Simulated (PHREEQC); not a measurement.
## Hard or scaling water (model solution)

A solution holds 2.6 mmol/kgw CaSO4, 0.66 mmol/kgw NaHCO3 and 0.18 mmol/kgw H4SiO4, at 23 °C. Closed to the air; pH follows from the charge balance.

Model: ion-association model, wateq4f.dat, run in PHREEQC.

No solid was allowed to form.

Problem. Estimate the pH.

Solution. pH 7.99.

Problem. In which forms is Si present?

Solution. H4SiO4 99 %, H3SiO4- 1.5 % of the Si.

Saturation is exceeded, for instance for Quartz (slow to form); the values hold only as long as no solid forms.
